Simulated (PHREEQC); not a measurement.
Consider water at 20 °C with 0.0096 mol CuCl2, 0.00018 mol HNO3 and 0.058 mol FeCl3 per kg of water. Closed to the air; pH follows from the charge balance.

Equilibrium calculation in PHREEQC: ion-association model, phreeqc.dat.

| Quantity | Value |
|---|---|
| pH | 1.98 |
| ionic strength | 0.277 mol/kgw |
| total alkalinity | -116 meq/kg |

| species | molality | activity | log γ |
|---|---|---|---|
| Cl- | 0.160 | 0.111 | -0.159 |
| FeCl+2 | 0.0222 | 0.00596 | -0.572 |
| Fe+3 | 0.0181 | 0.00209 | -0.939 |
| H+ | 0.0134 | 0.0106 | -0.104 |
| Cu+2 | 0.00869 | 0.00261 | -0.523 |
| FeCl2+ | 0.00483 | 0.00348 | -0.143 |
| Fe2(OH)2+4 | 0.00387 | 2.95e-5 | -2.118 |
| FeOH+2 | 0.00351 | 0.000942 | -0.572 |
| CuCl+ | 0.000873 | 0.000607 | -0.158 |

Precipitation was switched off in this run. Examples of supersaturated solids here: Hematite (slow to form), Goethite (slow to form). Others may be too.
